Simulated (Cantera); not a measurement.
Input: 1 mol C₃H₆, 0.012 mol NH₃, 28 mol N₂, at 101000 Pa.

These are equilibrium values from Cantera (NASA tables, ideal gas, pure condensed phases), not measurements of a reactor. Candidate condensed phases: C, C₆H₆, C₇H₈, C₈H₁₈; 92 gas species. Rates play no part.

Over these rows the condensed part is C(graphite). Partial pressures as log10 of bar:

```csv
T (K),1000/T (1/K),log p HCN,log p N₂,log p H₂
1423,0.7027,-3.75,-0.04,-1.01
1623,0.6161,-3.15,-0.04,-1.01
1823,0.5485,-2.69,-0.04,-1.01
2023,0.4943,-2.32,-0.04,-1.02
2223,0.4498,?,-0.04,-1.04
2423,0.4127,-1.79,-0.04,-1.07
```

Problem. Fit log p(HCN) = a + b·(1000/T) to the five rows, give the apparent enthalpy, and predict the row at 2223 K.

Solution. Means: 1000/T = 0.5549, log p = -2.740. Sxy = -0.335232, Sxx = 0.0495244, so b = -6.77 and a = -2.740 − (-6.77)×0.5549 = 1.02.
Apparent enthalpy: −19.145 × (-6.77) = 130 kJ/mol. With the condensed phases at unit activity, C(graphite) + 1/2 N₂(g) + 1/2 H₂(g) = HCN(g) links this pressure to the main gases: over the six rows their terms move log p by -0.03 in all, so the slope is close to that reaction's ΔH°. The five rows lie within 0.02 of the line.
Prediction at 2223 K: 1.02 + (-6.77)×0.4498 = -2.03. The computed value is -2.03, 0.00 from the line.
